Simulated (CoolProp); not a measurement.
Properties of nitrogen along the isotherm -138.85 °C.

Values from CoolProp's reference Helmholtz-energy equation of state, Span 2000.

| p (MPa) | phase | cv (kJ/(kg K)) | isothermal compressibility (1/MPa) | expansivity (1/kK) | fugacity coefficient |
|---|---|---|---|---|---|
| 0.424 | gas | 0.7552 | 2.446 | 8.297 | 0.9659 |
| 0.849 | gas | 0.7699 | 1.274 | 9.341 | 0.9321 |
| 1.27 | gas | 0.7862 | 0.8936 | 10.63 | 0.8990 |
| 1.7 | gas | 0.8051 | 0.7074 | 12.33 | 0.8654 |
| 2.12 | gas | 0.8264 | 0.6073 | 14.54 | 0.8329 |
| 2.55 | gas | 0.8522 | 0.5503 | 17.70 | 0.7997 |
| 2.97 | gas | 0.8829 | 0.5263 | 22.31 | 0.7674 |
| 3.4 | supercritical | 0.9228 | 0.5329 | 30.02 | 0.7341 |
| 3.82 | supercritical | 0.9746 | 0.5806 | 43.99 | 0.7013 |
| 4.24 | supercritical | 1.041 | 0.6860 | 72.90 | 0.6677 |
| 4.67 | supercritical | 1.082 | 0.6704 | 105.5 | 0.6326 |
| 5.09 | supercritical | 1.041 | 0.3518 | 75.55 | 0.5990 |
